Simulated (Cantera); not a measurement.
Cantera run:

```python
import numpy as np
import cantera as ct

gas_names = """
    B BH BH2 BH3 BN BO BO2 B2 B2O B2O2 B2O3 B3O3H3 H HBO HBO2 HNO HNO2 HNO3 HO2 H2 H2O H2O2 H3B3O6 N NH
    NH2 NH3 NH2OH NO NO2 NO3 N2 N2H2 N2H4 N2O O OH O2 O3
""".split()
cond_names = """
    B(b) B(L) BN(s) B2O3(L) B3O3H3(cr) H2O(s) H2O(L)
""".split()


def load(file, names, dense=False):
    # The tables refer to 1 bar. Condensed volumes are neglected.
    table = {s.name: s for s in ct.Species.list_from_file(file)}
    out = []
    for n in names:
        d = dict(table[n].input_data)
        d["thermo"] = dict(d["thermo"], **{"reference-pressure": 1e5})
        if dense:
            d["equation-of-state"] = {"model": "constant-volume", "density": "1e6 g/cm^3"}
        out.append(ct.Species.from_dict(d))
    return out


gas = ct.Solution(thermo="ideal-gas", species=load("nasa_gas.yaml", gas_names))
cond = {s.name: ct.Solution(thermo="fixed-stoichiometry", species=[s], name=s.name)
        for s in load("nasa_condensed.yaml", cond_names, dense=True)}
atoms = {
    'B2O3': {'B': 2, 'O': 3},
    'N2': {'N': 2},
    'NH3': {'N': 1, 'H': 3},
}
top_T = {'BN(s)': 3200}  # K; cautious upper limits of use, not melting points


def equilibrate(T, P, feed):
    n = {}
    for name, mol in feed.items():
        for a, k in atoms[name].items():
            n[a] = n.get(a, 0.0) + k * mol
    gas.TPX = T, P, n
    mass = sum(n.values()) * gas.mean_molecular_weight
    gas.equilibrate("TP")
    valid = [c for c in cond.values() if c.min_temp <= T <= top_T.get(c.name, c.max_temp)]
    mix = ct.Mixture([(gas, mass / gas.mean_molecular_weight)] + [(c, 0.0) for c in valid])
    mix.T, mix.P = T, P
    mix.equilibrate("TP", solver="vcs", rtol=1e-11, max_steps=5000)
    return mix


results = []
feed = {'B2O3': 1, 'N2': 0.3, 'NH3': 0.59}  # mol
P = 130  # Pa
for T in [948, 1048, 1148, 1248, 1348, 1448, 1548]:
    mix = equilibrate(T, P, feed)
    results.append((T, P, feed, dict(zip(mix.species_names, mix.species_moles))))
    x = sorted(zip(gas.X, gas.species_names), reverse=True)
    print(f"T = {T:g} K  P = {P:g} Pa  gas = {mix.phase_moles(0):.4g} mol")
    print("   x: " + "  ".join(f"{s} {v:.3e}" for v, s in x if v > 1e-06))
    print("   condensed (mol): " + ("  ".join(f"{mix.phase(i).name} {mix.phase_moles(i):.4g}"
          for i in range(1, mix.n_phases) if mix.phase_moles(i) > 1e-12) or "none"))
```

Result:

```
T = 948 K  P = 130 Pa  gas = 1.48 mol
   x: H2 5.976e-01  N2 4.019e-01  H2O 4.750e-04  HBO2 5.005e-06
   condensed (mol): BN(s) 0.0004711  B2O3(L) 0.9998
T = 1048 K  P = 130 Pa  gas = 1.48 mol
   x: H2 5.976e-01  N2 4.019e-01  H2O 4.582e-04  HBO2 4.053e-05
   condensed (mol): BN(s) 0.0004718  B2O3(L) 0.9997
T = 1148 K  P = 130 Pa  gas = 1.48 mol
   x: H2 5.975e-01  N2 4.019e-01  H2O 4.391e-04  HBO2 2.223e-04  HBO 9.410e-06  H 1.536e-06  B2O3 1.192e-06
   condensed (mol): BN(s) 0.0005382  B2O3(L) 0.9996
T = 1248 K  P = 130 Pa  gas = 1.48 mol
   x: H2 5.969e-01  N2 4.016e-01  HBO2 9.100e-04  H2O 4.192e-04  HBO 1.075e-04  B2O3 3.193e-05  H 1.001e-05
   condensed (mol): BN(s) 0.0008094  B2O3(L) 0.9988
T = 1348 K  P = 130 Pa  gas = 1.483 mol
   x: H2 5.945e-01  N2 4.007e-01  HBO2 2.969e-03  HBO 8.451e-04  B2O3 5.138e-04  H2O 3.985e-04  H 4.948e-05  B2O2 1.417e-05  BO 2.331e-06
   condensed (mol): BN(s) 0.001429  B2O3(L) 0.9957
T = 1448 K  P = 130 Pa  gas = 1.498 mol
   x: H2 5.838e-01  N2 3.967e-01  HBO2 8.051e-03  B2O3 5.532e-03  HBO 4.925e-03  H2O 3.729e-04  B2O2 3.583e-04  H 1.953e-04  BO 4.644e-05
   condensed (mol): BN(s) 0.001552  B2O3(L) 0.9806
T = 1548 K  P = 130 Pa  gas = 1.588 mol
   x: H2 5.363e-01  N2 3.748e-01  B2O3 4.314e-02  HBO2 2.358e-02  HBO 1.705e-02  B2O2 3.562e-03  H 6.254e-04  H2O 5.402e-04  BO 4.843e-04  BO2 1.130e-06
   condensed (mol): B2O3(L) 0.8932
```

Cantera equilibrium calculation (NASA polynomials, part measured and part estimated; ideal gas, pure solids and liquids). Mutual solubility and eutectic melting of coexisting phases are not modelled.
